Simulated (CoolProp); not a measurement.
Model: reference Helmholtz-energy equation of state, McLinden 2020, in CoolProp.

Task: Give the vapour pressure (bar), liquid density (kg/m³), liquid cp (kJ/(kg K)) of saturated R1336mzz(Z) at 271.1, 290.8, 300.7 K.

Result: 
| T (K) | p (bar) | liquid density (kg/m³) | liquid cp (kJ/(kg K)) |
|---|---|---|---|
| 271.1 | 0.224 | 1430 | 1.16 |
| 290.8 | 0.547 | 1380 | 1.21 |
| 300.7 | 0.812 | 1360 | 1.23 |
